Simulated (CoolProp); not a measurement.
A simple Rankine cycle with water: condensing at 291.15 K, boiler at 10.9 MPa, turbine inlet 740.7 K, turbine efficiency 0.7, pump efficiency 0.6, no recuperator. Each further row changes one setting.

Model: reference Helmholtz-energy equation of state, Wagner 2002, in CoolProp.

```tsv
case	thermal efficiency (%)	net work (kJ/kg)	heat in (kJ/kg)	turbine exit temperature (K)	volume ratio over the turbine
as stated	[?]	[?]	3180	291.1	[?]
turbine inlet 760.7 K	30.6	989	3240	291.1	[?]
condensing temperature 283.15 K	31.1	1000	3220	283.2	3390
boiler pressure 7.63 MPa	29.7	[?]	3240	291.1	[?]
turbine efficiency 0.6	25.9	[?]	3180	291.1	2220
```

**Question.** What belongs in the gaps?

**Answer.** 
- as stated, thermal efficiency (%): 30.4
- as stated, net work (kJ/kg): 966
- as stated, volume ratio over the turbine: 2090
- turbine inlet 760.7 K, volume ratio over the turbine: 2040
- boiler pressure 7.63 MPa, net work (kJ/kg): 961
- boiler pressure 7.63 MPa, volume ratio over the turbine: 1450
- turbine efficiency 0.6, net work (kJ/kg): 826

The expansion ends wet for: as stated; turbine inlet 760.7 K; condensing temperature 283.15 K; boiler pressure 7.63 MPa; turbine efficiency 0.6.
